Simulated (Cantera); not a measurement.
Predominance diagram of Mg at 1625 K against the partial pressures of O2 and SO2 (log10, bar). Cantera with NASA thermochemical tables; ideal gases at 1 bar, condensed phases pure. Candidates: Mg(l), MgO(s), MgS(s), MgSO4(l). Only these pure phases compete in this equilibrium. 

```
log p(SO2) \ log p(O2)
        columns: -19, -18, -17.1, -16.1, -15.2, -14.2, -13.3, -12.3, -11.4, -10.4, -9.5, -8.5, -7.6, -6.6, -5.7, -4.7, -3.8, -2.8, -1.9, -0.9, 0, 1
      1  A A A A A A A A A A A A A B B B B B B B B B
   -0.2  A A A A A A A A A A A B B B B B B B B B B B
   -1.3  A A A A A A A A A A B B B B B B B B B B B B
   -2.5  A A A A A A A A A B B B B B B B B B B B B B
   -3.7  A A A A A A A A C B B B B B B B B B B B B B
   -4.8  A A A A A A A C B B B B B B B B B B B B B B
     -6  A A A A A C C B B B B B B B B B B B B B B B
   -7.2  A A A A C C B B B B B B B B B B B B B B B B
   -8.3  A A A C C B B B B B B B B B B B B B B B B B
   -9.5  A A C C C B B B B B B B B B B B B B B B B B
  -10.7  C C C C B B B B B B B B B B B B B B B B B B
  -11.8  C C C B B B B B B B B B B B B B B B B B B B
    -13  C C B B B B B B B B B B B B B B B B B B B B
```

A: out of reach (another gas would pass 10 bar, or a non-metal would condense); B: MgO(s); C: MgS(s).
